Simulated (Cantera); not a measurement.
An adiabatic, constant-pressure homogeneous reactor starts with 20.7 % CO, 2.07 % H2, 1.24 % CH4, 7.32 % O2, 68.6 % N2, at 1473 K and 1.88 atm.

Model: GRI-Mech 3.0 (53 species, 325 reactions), integrated in Cantera.

One state of this run: T (K) = 2439; x CO = 0.131; x H2 = 0.00833; x CH4 = <1e-12; x HCO = 4.92e-8; x CO2 = 0.0999; x HO2 = 5.08e-8; x C2H2 = <1e-12. x: mole fraction; the columns are a selection and need not sum to one.

Q: Which value of t (s) does it belong to?
(A) 5.39e-6
(B) 3.92e-5
(C) 0.000286
(D) 0.297

A: D, 0.297
